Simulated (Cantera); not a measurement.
A closed system holds: 1 mol SiCl₄, 3.8 mol HCl, 8.8 mol H₂, held at 1125 K and 750 Torr.

Cantera equilibrium calculation (NASA polynomials, part measured and part estimated; ideal gas, pure solids and liquids). Candidate condensed phases: Si; 19 gas species. The tables' values for SiCl₃ are old estimates; treat these amounts as uncertain. Rates play no part.

Base state: H₂ 0.644, HCl 0.282, SiCl₄ 0.0705, SiHCl₃ 0.00279, SiCl₃ 0.000252, SiH₂Cl₂ 1.36e-5, SiCl₂ 1.11e-5 (mole fractions); condensed: gas only.

### Question
What changes in the equilibrium state with this change: temperature from 1125 K to 1723.15 K?

### Answer
| species | before | after |
|---|---|---|
| H₂ | 0.644 | 0.562 |
| HCl | 0.282 | 0.368 |
| SiCl₂ | 1.11e-5 | 0.0420 |
| SiCl₄ | 0.0705 | 0.00980 |
| SiCl₃ | 0.000252 | 0.0148 |
| Cl | 1.39e-8 | 6.94e-5 |
| H | 3.57e-8 | 0.000137 |
| SiH₂Cl₂ | 1.36e-5 | 0.000171 |

### Question
What changes in the equilibrium state with this change: temperature from 1125 K to 573.15 K?

### Answer
| species | before | after |
|---|---|---|
| H₂ | 0.644 | 0.647 |
| HCl | 0.282 | 0.279 |
| SiCl₄ | 0.0705 | 0.0735 |
| SiCl₃ | 0.000252 | <1e-9 |
| SiH₂Cl₂ | 1.36e-5 | <1e-9 |
| SiCl₂ | 1.11e-5 | <1e-9 |
| SiHCl₃ | 0.00279 | 2.41e-6 |

### Question
What changes in the equilibrium state with this change: HCl from 3.8 to 2.1 mol?

### Answer
| species | before | after |
|---|---|---|
| H₂ | 0.644 | 0.733 |
| HCl | 0.282 | 0.182 |
| SiCl₄ | 0.0705 | 0.0780 |
| SiH₂Cl₂ | 1.36e-5 | 4.67e-5 |
| SiCl₂ | 1.11e-5 | 3.34e-5 |
